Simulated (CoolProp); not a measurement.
Vapour-liquid equilibrium of CH2F2 (R32) (1) + R123 (2) at 269 K; x and y are mole fractions of (1).

Computed with CoolProp (multi-fluid Helmholtz-energy mixture model, Tillner-Roth 1997 and Younglove 1994; pair parameters Bell 2016).

```csv
x,bubble pressure (bar),y at the bubble point,dew pressure at overall composition x (bar),liquid density (mol/L)
0.05,0.7448,0.647,0.2832,10.33
0.2,2.089,0.885,0.3356,11.27
0.35,3.227,0.934,0.4117,12.36
0.5,4.161,0.955,0.5320,13.65
0.65,4.978,0.969,0.7506,15.21
0.8,5.797,0.981,1.271,17.13
0.95,6.741,0.995,3.898,19.58
```

No azeotrope shows between x = 0.05 and 0.95.

Pair parameters are fitted to limited data, so mixtures are less certain than the pure fluids.
